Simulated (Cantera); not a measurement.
Equilibrium for abatement and gas-phase synthesis: CO2 + H2O

Input: 1 mol CO2, 0.078 mol H2O, equilibrated at 2748.15 K.

Equilibrium computed with Cantera from the NASA thermochemical tables; the gas is ideal and each condensed phase is pure. Candidate condensed phases: C, C6H6, C7H8, C8H18, H2O; 110 gas species. The ideal-gas law is rough above about 30 bar. Rates play no part.

From 10.0 Pa to 300 bar nothing is condensed. The main C-bearing gas is CO at 10.0 Pa and CO2 at 300 bar.

```json
[
 {"P (Pa)": "10", "log p CO2": "-6.41", "log p CO": "-4.35", "log p O": "-4.33", "log p O2": "-5.96", "log p H": "-5.16", "log p H2O": "-9.21", "log p OH": "-6.96"},
 {"P (Pa)": "84", "log p CO2": "-4.64", "log p CO": "-3.41", "log p O": "-3.50", "log p O2": "-4.30", "log p H": "-4.25", "log p H2O": "-6.56", "log p OH": "-5.22"},
 {"P (Pa)": "710", "log p CO2": "-3.07", "log p CO": "-2.48", "log p O": "-2.86", "log p O2": "-3.00", "log p H": "-3.47", "log p H2O": "-4.35", "log p OH": "-3.79"},
 {"P (Pa)": "6000", "log p CO2": "-1.73", "log p CO": "-1.64", "log p O": "-2.37", "log p O2": "-2.03", "log p H": "-2.94", "log p H2O": "-2.81", "log p OH": "-2.78"},
 {"P (Pa)": "50000", "log p CO2": "-0.58", "log p CO": "-0.88", "log p O": "-1.97", "log p O2": "-1.23", "log p H": "-2.56", "log p H2O": "-1.65", "log p OH": "-1.99"},
 {"P (Pa)": "420000", "log p CO2": "0.47", "log p CO": "-0.19", "log p O": "-1.61", "log p O2": "-0.52", "log p H": "-2.22", "log p H2O": "-0.62", "log p OH": "-1.30"},
 {"P (Pa)": "3600000", "log p CO2": "1.46", "log p CO": "0.47", "log p O": "-1.28", "log p O2": "0.15", "log p H": "-1.90", "log p H2O": "0.37", "log p OH": "-0.64"},
 {"P (Pa)": "30000000", "log p CO2": "2.41", "log p CO": "1.10", "log p O": "-0.96", "log p O2": "0.79", "log p H": "-1.58", "log p H2O": "1.31", "log p OH": "-0.01"}
]
```
log p: log10 of the partial pressure in bar; nothing condenses.
